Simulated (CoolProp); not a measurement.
The numbers come from the reference Helmholtz-energy equation of state, Span 1996 in CoolProp.

Task: For carbon dioxide, give the phase and the Joule-Thomson coefficient (K/MPa), isothermal compressibility (1/MPa), expansivity (1/kK), fugacity coefficient at -9.75 °C and 10 MPa; 58.35 °C and 10 MPa.

Result: 
- -9.75 °C and 10 MPa: liquid; Joule-Thomson coefficient 0.0727, isothermal compressibility 0.00432, expansivity 4.38, fugacity coefficient 0.248
- 58.35 °C and 10 MPa: supercritical; Joule-Thomson coefficient 6.25, isothermal compressibility 0.221, expansivity 21.5, fugacity coefficient 0.672
